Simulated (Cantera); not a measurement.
Mixture: CH₄ : CO : O₂ : N₂ = 1 : 0.1 : 1.58 : 7.88 (molar parts), at 410000 Pa, adiabatic and at constant pressure. Ignition delay is the time to a rise of 400 K.

Model: GRI-Mech 3.0 (53 species, 325 reactions), integrated in Cantera.

Q: What does this change do: constant volume in place of constant pressure?

A: 
| quantity | before | after |
|---|---|---|
| delay at 1123 K | 61.3 ms | 58.6 ms |
| delay at 1323 K | 4.32 ms | 4.04 ms |
| delay at 1523 K | 0.466 ms | 0.431 ms |
| delay at 1723 K | 75.4 µs | 69.7 µs |
| delay at 1923 K | 19.3 µs | 17.8 µs |
| apparent activation energy between 1723 and 1923 K | 190 kJ/mol | 190 kJ/mol |

Q: What does this change do: 0.12 parts H2 added?

A: 
```csv
quantity,before,after
delay at 1123 K,61.3 ms,11.6 ms
delay at 1323 K,4.32 ms,1.82 ms
delay at 1523 K,0.466 ms,0.283 ms
delay at 1723 K,75.4 µs,57.3 µs
delay at 1923 K,19.3 µs,16.6 µs
apparent activation energy between 1723 and 1923 K,190 kJ/mol,170 kJ/mol
```
